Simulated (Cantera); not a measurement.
An adiabatic, constant-pressure homogeneous reactor starts with 6.48 % CH₄, 19.6 % O₂, 73.9 % N₂, equivalence ratio 0.66, at 1175 K and 1.01 bar.

Computed with Cantera and GRI-Mech 3.0 (53 species, 325 reactions).

x: mole fraction; the columns are a selection and need not sum to one.

| t (s) | T (K) | x CH₄ | x O₂ | x HCN | x HO₂ | x H₂ | x CH₃ | x NO |
|---|---|---|---|---|---|---|---|---|
| 3.00e-6 | 1175 | 0.0648 | 0.196 | <1e-12 | 1.10e-9 | 3.07e-12 | 1.11e-9 | <1e-12 |
| 9.23e-6 | 1175 | 0.0648 | 0.196 | <1e-12 | 3.37e-9 | 1.38e-11 | 3.44e-9 | <1e-12 |
| 2.84e-5 | 1175 | 0.0648 | 0.196 | <1e-12 | 1.03e-8 | 5.42e-11 | 1.07e-8 | <1e-12 |
| 8.73e-5 | 1175 | 0.0648 | 0.196 | <1e-12 | 3.15e-8 | 2.48e-10 | 3.37e-8 | <1e-12 |
| 0.000269 | 1175 | 0.0648 | 0.196 | <1e-12 | 9.38e-8 | ___ | 1.13e-7 | <1e-12 |
| 0.000826 | 1175 | 0.0648 | 0.196 | <1e-12 | 2.60e-7 | ___ | 4.60e-7 | <1e-12 |
| 0.00254 | 1175 | 0.0648 | 0.196 | <1e-12 | 5.01e-7 | ___ | 2.63e-6 | <1e-12 |
| 0.00782 | 1175 | 0.0647 | 0.196 | <1e-12 | 7.35e-7 | ___ | 6.41e-6 | <1e-12 |
| 0.0240 | 1177 | 0.0644 | 0.196 | <1e-12 | 2.46e-6 | ___ | 1.17e-5 | <1e-12 |
| 0.0740 | 2397 | <1e-12 | 0.0641 | 3.47e-12 | 4.93e-6 | 0.00171 | <1e-12 | 0.00489 |
| 0.228 | 2390 | <1e-12 | 0.0617 | 4.87e-12 | 4.70e-6 | 0.00168 | <1e-12 | 0.00980 |
| 0.700 | 2390 | <1e-12 | 0.0617 | 4.88e-12 | 4.69e-6 | 0.00168 | <1e-12 | 0.00982 |

Task: Complete the blanks.

Result: 
- 0.000269, x H₂: 1.61e-9
- 0.000826, x H₂: 1.69e-8
- 0.00254, x H₂: 3.18e-7
- 0.00782, x H₂: 4.26e-6
- 0.0240, x H₂: 4.67e-5
